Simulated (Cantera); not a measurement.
**Adiabatic ignition**

An adiabatic, constant-pressure homogeneous reactor starts with 5.10 % CH4, 20.0 % O2, 74.9 % N2, at 1400 K and 500000 Pa.

Computed with Cantera and GRI-Mech 3.0 (53 species, 325 reactions).

| t (s) | T (K) | x CH4 | x O2 | x N2O | x CH2O | x CO | x H2 |
|---|---|---|---|---|---|---|---|
| 7.00e-6 | 1400 | 0.0510 | 0.200 | 1.20e-12 | 3.63e-8 | 4.70e-11 | 2.20e-8 |
| 1.85e-5 | 1400 | 0.0510 | 0.200 | 7.26e-12 | 2.97e-7 | 1.01e-9 | 8.80e-8 |
| 4.87e-5 | 1400 | 0.0510 | 0.200 | 4.48e-11 | 3.03e-6 | 2.91e-8 | 5.52e-7 |
| 0.000128 | 1400 | 0.0509 | 0.200 | 2.58e-10 | 3.95e-5 | 1.52e-6 | 6.46e-6 |
| 0.000338 | 1404 | 0.0501 | 0.199 | 1.74e-9 | 0.000353 | 7.43e-5 | 8.73e-5 |
| 0.000892 | 2410 | <1e-12 | 0.0964 | 1.43e-6 | 1.73e-12 | 0.00160 | 0.000538 |
| 0.00235 | 2408 | <1e-12 | 0.0958 | 1.42e-6 | 1.70e-12 | 0.00159 | 0.000534 |
| 0.00621 | 2403 | <1e-12 | 0.0946 | 1.42e-6 | 1.63e-12 | 0.00155 | 0.000524 |
| 0.0164 | 2395 | <1e-12 | 0.0924 | 1.42e-6 | 1.53e-12 | 0.00150 | 0.000508 |
| 0.0431 | 2389 | <1e-12 | 0.0909 | 1.44e-6 | 1.46e-12 | 0.00146 | 0.000497 |
| 0.114 | 2388 | <1e-12 | 0.0907 | 1.44e-6 | 1.45e-12 | 0.00146 | 0.000495 |
| 0.300 | 2388 | <1e-12 | 0.0907 | 1.44e-6 | 1.45e-12 | 0.00146 | 0.000495 |
x: mole fraction; the columns are a selection and need not sum to one.

The time of steepest temperature rise is 0.701 ms and the temperature at 0.300 s is 2388 K. The equilibrium temperature comes out as 2388 K, the x(CH4) at 0.300 s comes out as <1e-12 (gas-phase equilibrium <1e-12) and the x(O2) at 0.300 s is 0.0907 (gas-phase equilibrium 0.0907). The x(N2O) at 0.300 s is 1.44e-6 (gas-phase equilibrium 1.44e-6).
